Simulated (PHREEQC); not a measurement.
Solution (25 °C): 140 mmol/kgw NH3 and 130 mmol/kgw (CH3)4NCl. Closed to the air; pH follows from the charge balance.

All values are PHREEQC results (ion-association model, phreeqc.dat), not measurements.

This is a speciation only: nothing precipitates in the calculation.

### Question
Predict the pH.

### Answer
pH 11.20.

### Question
In which forms is N present?

### Answer
NH3 98 %, NH4+ 1.5 % of the N.

(CH3)4N+ isn't in the database: it is added as a free cation with an ion size of 4 Å.
